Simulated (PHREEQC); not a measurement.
A solution holds 28 mmol/kgw HCl and 0.045 mmol/kgw CuSO4, at 25 °C. Closed to the air; pH follows from the charge balance.

Equilibrium calculation in PHREEQC: ion-association model, phreeqc.dat.

This is a speciation only: nothing precipitates in the calculation.

Problem. What pH does the model give?

Solution. pH 1.61.

Problem. In which forms is S present?

Solution. HSO4- 60 %, SO4-2 40 % of the S.
